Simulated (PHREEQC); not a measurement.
Solution (45 °C): 0.07 mol/kgw CuCl2 and 4.3e-05 mol/kgw H3BO3. Closed to the air; pH follows from the charge balance.

Computed with PHREEQC (ion-association model, wateq4f.dat).

| quantity | before | after |
|---|---|---|
| pH | 4.11 | 3.83 |
| ionic strength (mol/kgw) | 0.179 | 0.141 |
| Cl- (mol/kgw) | 0.124 | 0.105 |
| Cu+2 (mol/kgw) | 0.0546 | 0.0362 |
| CuCl+ (mol/kgw) | 0.0148 | 0.0321 |
| CuCl2 (mol/kgw) | 0.000592 | 0.00149 |
| SI of Tenorite (CuO) | -0.46 | -0.15 |
| SI of Atacamite (Cu2(OH)3Cl) | +1.28 | +1.29 |

Problem. Name the change that produced these shifts.
(A) 0.02 mol/kgw Ca(OH)2 added
(B) diluted 2-fold with water
(C) CuCl2 from 0.07 to 0.007 mol/kgw
(D) temperature from 45 to 80 °C
(E) temperature from 45 to 5 °C

Solution. D, temperature from 45 to 80 °C

No solid was allowed to form. Some of these states are supersaturated (in Atacamite, for instance). Constants without temperature data keep their 25 °C values here.
